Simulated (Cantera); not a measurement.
Feed: 1 mol SiC, 0.011 mol N₂O, 13 mol N₂, equilibrated at 0.310 Pa.

Method: chemical equilibrium by Gibbs-energy minimisation in Cantera with the NASA 1993 tables (ideal gas, pure condensed phases). Candidate condensed phases: C, Si, SiC, SiO₂, Si₂N₂O, Si₃N₄; 34 gas species. Mutual solubility and eutectic melting of coexisting phases are not modelled. The tables' values for SiN are old estimates; treat these amounts as uncertain. Equilibrium is a limit: real reactors are often held back by kinetics, nucleation or transport.

x: gas mole fraction; n: condensed amount in mol.

```tsv
T (K)	x N₂	x Si	x SiC₂	x CN	x C₃	n C(graphite)	n Si₂N₂O(s)	n Si₃N₄(s)	n SiC(s)
923	1.00	<1e-12	<1e-12	<1e-12	<1e-12	1.00	0.0110	0.326	0
1023	1.000	<1e-12	<1e-12	<1e-12	<1e-12	0.0219	0.0110	0	0.978
1123	0.999	?	<1e-12	<1e-12	<1e-12	0	?	0	0.993
1223	0.999	?	<1e-12	?	<1e-12	0	?	0	0.993
1323	0.999	3.27e-6	<1e-12	1.38e-11	<1e-12	0	0	0	0.994
1423	0.999	6.48e-5	9.19e-11	3.13e-10	<1e-12	0	0	0	0.994
1523	0.999	0.000501	9.07e-9	8.10e-9	<1e-12	0	0	0	0.991
1623	0.998	0.000831	1.82e-6	5.06e-7	2.97e-11	0	0	0	0.989
1723	0.994	0.00529	4.82e-5	4.77e-6	3.15e-9	0.0582	0	0	0.929
1823	0.960	0.0381	0.000634	2.48e-5	7.40e-8	0.503	0	0	0.462
1923	0.928	0.0685	0.00195	0.000109	1.24e-6	0.927	0	0	0
2023	0.928	0.0679	0.00312	0.000416	1.57e-5	0.893	0	0	0
2123	0.926	0.0664	0.00471	0.00140	0.000155	0.828	0	0	0
2223	0.922	0.0642	0.00673	0.00421	0.00124	0.674	0	0	0
```

Problem. Some entries are withheld; supply them.

Solution. 
- 1223, x Si: 2.76e-8
- 1223, x CN: 1.33e-12
- 1223, n Si₂N₂O(s): 0.00325
- 1123, x Si: 3.97e-11
- 1123, n Si₂N₂O(s): 0.00366
